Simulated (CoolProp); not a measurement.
Values from CoolProp's reference Helmholtz-energy equation of state, Span 1996.

For carbon dioxide, give the phase and the Z, cp (kJ/(kg K)), Joule-Thomson coefficient (K/MPa), isothermal compressibility (1/MPa) at 402.3 K and 88.2 bar; 442.8 K and 88.2 bar.


- 402.3 K and 88.2 bar: supercritical; Z 0.844, cp 1.26, Joule-Thomson coefficient 4.66, isothermal compressibility 0.134
- 442.8 K and 88.2 bar: supercritical; Z 0.898, cp 1.18, Joule-Thomson coefficient 3.70, isothermal compressibility 0.125
